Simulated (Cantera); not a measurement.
A closed system holds: 1 mol Si, 0.044 mol O2, 11 mol N2, equilibrated at 10000 Pa.

Method: chemical equilibrium by Gibbs-energy minimisation in Cantera with the NASA 1993 tables (ideal gas, pure condensed phases). Candidate condensed phases: Si, SiO2, Si2N2O, Si3N4; 16 gas species. Mutual solubility and eutectic melting of coexisting phases are not modelled. Equilibrium is a limit: real reactors are often held back by kinetics, nucleation or transport. All values below are at 1575 K.

Base state: N2 1.000 (mole fractions); condensed: Si2N2O(s) + Si3N4(s).

Question: What changes in the equilibrium state with this change: Si replaced by SiC?

Answer: 
```
species           before    after
----------------  ------  -------
N2                 1.000    0.996
CO                     0  0.00373
Si2N2O(s), mol    0.0879   0.0469
Si3N4(s), mol      0.275        0
C(graphite), mol       0   0.0528
SiC(s), mol            0    0.906
```
Further candidate phases: C, SiC.
